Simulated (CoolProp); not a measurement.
p-xylene along the isobar 0.733 MPa: Z from the reference equation and from simpler models built on Tc = 343.0 °C, pc = 3.532 MPa, ω = 0.324; each cubic takes its own stable root.

The numbers come from the reference Helmholtz-energy equation of state, Zhou 2012 in CoolProp.

```csv
T (°C),phase,reference
138.65,liquid,0.03015
150.85,liquid,0.02977
163.05,liquid,0.02944
175.35,liquid,0.02916
187.55,liquid,0.02893
199.75,liquid,0.02876
211.95,liquid,0.02866
224.15,liquid,0.02862
236.35,gas,0.8265
248.55,gas,0.8440
260.85,gas,0.8587
273.05,gas,0.8713
285.25,gas,0.8821
297.45,gas,0.8915
309.65,gas,0.8998
321.85,gas,0.9072
```

Q: How far does each simpler model (van der Waals, Peng-Robinson) lie from the reference over these 16 states: mean and median of the absolute difference, and the worst?

A: 
- van der Waals: mean 1093.6 %, median 41.7 %, worst +2995.4 % at 224.15 °C and 0.733 MPa
- Peng-Robinson: mean 1.3 %, median 1.4 %, worst +3.2 % at 224.15 °C and 0.733 MPa

At some of these states van der Waals gives the other phase, because its saturation line lies elsewhere.
